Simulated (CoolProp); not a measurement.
Dimethyl carbonate along the isobar 5290 kPa: density (kg/m³) from the reference equation and from simpler models built on Tc = 557.0 K, pc = 4909 kPa, ω = 0.346; each cubic takes its own stable root.

The numbers come from the reference Helmholtz-energy equation of state, Zhou 2011 in CoolProp.

```tsv
T (K)	phase	reference
411.5	liquid	912.5
425.7	liquid	890.8
439.8	liquid	868.3
454	liquid	844.6
468.1	liquid	819.8
482.3	liquid	793.0
496.4	liquid	764.0
510.6	liquid	731.1
524.7	liquid	692.6
538.9	liquid	642.5
553	liquid	562.0
567.2	supercritical	237.8
581.3	supercritical	179.0
```

### Question
How far does each simpler model (Redlich-Kwong, Peng-Robinson) lie from the reference over these 13 states: mean and median of the absolute difference, and the worst?

### Answer
- Redlich-Kwong: mean 15.7 %, median 16.7 %, worst -23.2 % at 553 K and 5290 kPa
- Peng-Robinson: mean 3.3 %, median 1.3 %, worst -13.5 % at 553 K and 5290 kPa
